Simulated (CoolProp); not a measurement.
Vapour-liquid equilibrium of m-xylene (1) + n-decane (2) at 688 kPa; x and y are mole fractions of (1).

Values from CoolProp's multi-fluid Helmholtz-energy mixture model, Zhou 2012 and Lemmon 2006; pair parameters Bell 2016.

Problem. Give the bubble temperature and the first vapour's composition at x = 0.125, 0.425, 0.95. Is there an azeotrope?

Solution. x = 0.125: 535.1 K, y = 0.189; x = 0.425: 521.8 K, y = 0.552; x = 0.95: 503.0 K, y = 0.971. No azeotrope shows between x = 0.05 and 0.95.

The pair parameters rest on a limited set of measurements; away from them the model extrapolates.
